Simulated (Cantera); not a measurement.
A perfectly stirred reactor is fed with CH₄ : N₂ = 1 : 34 (molar parts), at 10.00 Torr; it is held at 1050 K, and followed from long to short residence time.

Model: GRI-Mech 3.0 (53 species, 325 reactions), integrated in Cantera. GRI-Mech 3.0 stops at C3 and has no aromatics, soot or wall deposition, so with more carbon than oxygen in the feed, carbon stays in small species such as C2H2 where larger ones or solid carbon would form. Radical loss at walls, strong at low pressure, is not modelled.

**Question.** What does this change do: temperature 1050 to 1900 K?

**Answer.** 
```json
[
 {"quantity": "x(CH₄) at τ = 0.600 s", "before": "0.0286", "after": "0.00349"},
 {"quantity": "x(CH₃) at τ = 0.600 s", "before": "2.24e-10", "after": "0.000456"},
 {"quantity": "x(H₂) at τ = 0.600 s", "before": "1.12e-10", "after": "0.0359"},
 {"quantity": "x(CH₂) at τ = 0.600 s", "before": "<1e-12", "after": "3.11e-6"},
 {"quantity": "x(C₂H) at τ = 0.600 s", "before": "<1e-12", "after": "1.08e-6"},
 {"quantity": "x(CH₄) at τ = 39.0 ms", "before": "0.0286", "after": "0.0170"},
 {"quantity": "x(CH₃) at τ = 39.0 ms", "before": "1.44e-11", "after": "0.00124"},
 {"quantity": "x(H₂) at τ = 39.0 ms", "before": "7.15e-12", "after": "0.0150"},
 {"quantity": "x(CH₂) at τ = 39.0 ms", "before": "<1e-12", "after": "3.85e-6"},
 {"quantity": "x(C₂H) at τ = 39.0 ms", "before": "<1e-12", "after": "2.97e-7"}
]
```

**Question.** What does this change do: temperature 1050 to 1750 K?

**Answer.** 
| quantity | before | after |
|---|---|---|
| x(CH₄) at τ = 0.600 s | 0.0286 | 0.00934 |
| x(CH₃) at τ = 0.600 s | 2.24e-10 | 0.000468 |
| x(H₂) at τ = 0.600 s | 1.12e-10 | 0.0273 |
| x(CH₂) at τ = 0.600 s | <1e-12 | 1.03e-6 |
| x(C₂H) at τ = 0.600 s | <1e-12 | 1.69e-7 |
| x(CH₄) at τ = 39.0 ms | 0.0286 | 0.0265 |
| x(CH₃) at τ = 39.0 ms | 1.44e-11 | 0.000546 |
| x(H₂) at τ = 39.0 ms | 7.15e-12 | 0.00220 |
| x(CH₂) at τ = 39.0 ms | <1e-12 | 4.67e-7 |
| x(C₂H) at τ = 39.0 ms | <1e-12 | 7.51e-9 |
